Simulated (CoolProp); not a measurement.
Computed with CoolProp (reference Helmholtz-energy equation of state, Thol 2019).

Q: For tetradecamethylhexasiloxane (MD4M), give the phase and the cp (kJ/(kg K)), speed of sound (m/s), Joule-Thomson coefficient (K/MPa) at 612 K and 35.1 bar.

A: 
- 612 K and 35.1 bar: liquid; cp 2.30, speed of sound 289, Joule-Thomson coefficient 0.208
